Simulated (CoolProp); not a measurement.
Model: reference Helmholtz-energy equation of state, Lemmon 2003, in CoolProp. It is a pseudo-pure fit of the blend.

Task: For R410A, give the phase and the density (kg/m³), speed of sound (m/s), expansivity (1/kK), viscosity (µPa s) at 350 K and 18.4 bar; 350 K and 55.1 bar; 350 K and 64.3 bar.

Result: 
- 350 K and 18.4 bar: gas; density 53.6, speed of sound 193, expansivity 4.86, viscosity 15.8
- 350 K and 55.1 bar: supercritical; density 502, speed of sound 122, expansivity 194, viscosity 39.1
- 350 K and 64.3 bar: supercritical; density 724, speed of sound 193, expansivity 24.0, viscosity 59.6

Viscosity comes from a separate model (Geller 2000).
